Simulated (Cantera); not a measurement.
A closed system holds: 1 mol Cu₂O, a varied amount of CH₄, 14 mol H₂, held at 1423 K and 1.00 bar.

These are equilibrium values from Cantera (NASA tables, ideal gas, pure condensed phases), not measurements of a reactor. Candidate condensed phases: C, C₆H₆, C₇H₈, C₈H₁₈, Cu, CuO, Cu(OH)₂, Cu₂O, H₂O; 113 gas species. Kinetics and transport are ignored.

log p: log10 of the partial pressure in bar; n: condensed amount in mol.

| n(CH₄) (mol) | log p H₂ | log p CO | log p H₂O | log p CH₄ | log p CO₂ | n Cu(l) | n C(graphite) |
|---|---|---|---|---|---|---|---|
| 0.51 | -0.03 | -1.49 | -1.51 | -5.00 | -3.32 | 2.00 | 0 |
| 0.6 | -0.03 | -1.43 | -1.60 | -4.84 | -3.36 | 2.00 | 0 |
| 0.71 | -0.03 | -1.36 | -1.75 | -4.62 | -3.44 | 2.00 | 0 |
| 0.85 | -0.03 | -1.29 | -2.05 | -4.25 | -3.67 | 2.00 | 0 |
| 1 | -0.03 | -1.24 | [?] | [?] | [?] | 2.00 | 0 |
| 1.2 | -0.03 | -1.24 | -3.78 | -2.47 | -5.35 | 2.00 | [?] |
| 1.4 | -0.03 | -1.25 | -3.79 | -2.47 | -5.37 | 2.00 | 0.343 |
| 1.7 | -0.03 | -1.26 | -3.80 | -2.47 | -5.40 | 2.00 | 0.641 |
| 2 | -0.03 | -1.28 | -3.81 | -2.47 | -5.42 | 2.00 | 0.939 |
| 2.3 | -0.02 | -1.29 | -3.83 | -2.47 | -5.45 | 2.00 | 1.24 |
| 2.8 | -0.02 | -1.31 | -3.85 | -2.47 | -5.49 | 2.00 | 1.73 |
| 3.3 | -0.02 | -1.33 | -3.87 | -2.46 | -5.53 | 2.00 | 2.23 |

### Question
What belongs in the gaps?

### Answer

- 1, log p H₂O: -3.13
- 1, log p CH₄: -3.12
- 1, log p CO₂: -4.69
- 1.2, n C(graphite): 0.145
